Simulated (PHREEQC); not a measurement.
Consider water at 20 °C with 0.00475 mol/kgw (NH4)2SO4. Closed to the air; pH follows from the charge balance.

Model: ion-association model, phreeqc.dat, run in PHREEQC.

This is a speciation only: nothing precipitates in the calculation.

Question: What pH, specific conductance does the model give?

Answer: pH 5.82; specific conductance 1100 µS/cm.

Question: In which forms is N present?

Answer: NH4+ 97 %, NH4SO4- 3.5 % of the N.
